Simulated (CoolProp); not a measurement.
A simple Rankine cycle with water: condensing at 332.15 K, boiler at 0.533 MPa, turbine inlet 467.4 K, turbine efficiency 0.8, pump efficiency 0.6, no recuperator. Each further row changes one setting.

The numbers come from the reference Helmholtz-energy equation of state, Wagner 2002 in CoolProp.

```json
[
 {"case": "as stated", "thermal efficiency (%)": "___", "net work (kJ/kg)": "432", "heat in (kJ/kg)": "2590", "turbine exit temperature (K)": "332.1", "volume ratio over the turbine": "18.7"},
 {"case": "turbine inlet 487.4 K", "thermal efficiency (%)": "16.8", "net work (kJ/kg)": "442", "heat in (kJ/kg)": "2640", "turbine exit temperature (K)": "332.1", "volume ratio over the turbine": "___"},
 {"case": "condensing temperature 324.15 K", "thermal efficiency (%)": "___", "net work (kJ/kg)": "___", "heat in (kJ/kg)": "2630", "turbine exit temperature (K)": "324.2", "volume ratio over the turbine": "___"},
 {"case": "boiler pressure 0.373 MPa", "thermal efficiency (%)": "15.0", "net work (kJ/kg)": "391", "heat in (kJ/kg)": "2600", "turbine exit temperature (K)": "332.1", "volume ratio over the turbine": "13.3"},
 {"case": "turbine efficiency 0.7", "thermal efficiency (%)": "14.6", "net work (kJ/kg)": "378", "heat in (kJ/kg)": "2590", "turbine exit temperature (K)": "332.1", "volume ratio over the turbine": "19.2"}
]
```

Question: Fill in the missing entries.

Answer: 
- as stated, thermal efficiency (%): 16.6
- turbine inlet 487.4 K, volume ratio over the turbine: 18.1
- condensing temperature 324.15 K, thermal efficiency (%): 18.0
- condensing temperature 324.15 K, net work (kJ/kg): 472
- condensing temperature 324.15 K, volume ratio over the turbine: 26.5

The expansion ends wet for: as stated; turbine inlet 487.4 K; condensing temperature 324.15 K; boiler pressure 0.373 MPa; turbine efficiency 0.7.
